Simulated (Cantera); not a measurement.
A perfectly stirred reactor is fed with CH4 : C2H6 : O2 : N2 = 1 : 0.15 : 1.58 : 5.93 (molar parts), at 4.93 atm; it is adiabatic with a 448 K inlet, and is followed from long to short residence time, starting on the burning branch (τ in s: 0.15, 0.079, 0.041, 0.021, 0.011, 0.0058, 0.003, 0.0016, 0.00081, 0.00042, 0.00022, 0.00011, 6e-05).

Model: GRI-Mech 3.0 (53 species, 325 reactions), integrated in Cantera.

x: mole fraction; the columns are a selection and need not sum to one.

| τ (s) | T (K) | x CH4 | x C2H6 | x O2 | x C2H2 | x H2O2 | x HO2 |
|---|---|---|---|---|---|---|---|
| 0.15 | 1962 | 0.00180 | 5.68e-7 | 8.18e-5 | 0.000672 | … | 2.58e-8 |
| 0.079 | 1966 | 0.00252 | 1.17e-6 | 0.000147 | 0.00121 | … | 4.68e-8 |
| 0.041 | 1971 | 0.00338 | 2.33e-6 | 0.000266 | 0.00195 | … | 8.56e-8 |
| 0.021 | 1975 | 0.00436 | 4.50e-6 | 0.000479 | 0.00284 | … | 1.58e-7 |
| 0.011 | 1977 | 0.00538 | 8.26e-6 | 0.000833 | 0.00374 | … | 2.86e-7 |
| 0.0058 | 1977 | 0.00644 | 1.49e-5 | 0.00142 | 0.00456 | … | 5.18e-7 |
| 0.0030 | 1971 | 0.00762 | 2.74e-5 | 0.00245 | 0.00524 | … | 9.78e-7 |
| 0.0016 | 1958 | 0.00889 | 5.05e-5 | 0.00409 | 0.00569 | … | 1.86e-6 |
| 0.00081 | 1929 | 0.0107 | 0.000106 | 0.00732 | 0.00587 | … | 4.05e-6 |
| 0.00042 | 1859 | 0.0143 | 0.000281 | 0.0147 | 0.00547 | … | 1.08e-5 |
| 0.00022 | 448 | 0.115 | 0.0173 | 0.182 | <1e-12 | <1e-12 | <1e-12 |
| 0.00011 | 448 | 0.115 | 0.0173 | 0.182 | <1e-12 | <1e-12 | <1e-12 |
| 6.0e-5 | 448 | 0.115 | 0.0173 | 0.182 | <1e-12 | <1e-12 | <1e-12 |

Problem. Some entries are withheld; supply them.

Solution. 
- 0.15, x H2O2: 2.46e-9
- 0.079, x H2O2: 4.44e-9
- 0.041, x H2O2: 8.14e-9
- 0.021, x H2O2: 1.51e-8
- 0.011, x H2O2: 2.74e-8
- 0.0058, x H2O2: 4.94e-8
- 0.0030, x H2O2: 9.14e-8
- 0.0016, x H2O2: 1.67e-7
- 0.00081, x H2O2: 3.33e-7
- 0.00042, x H2O2: 7.39e-7
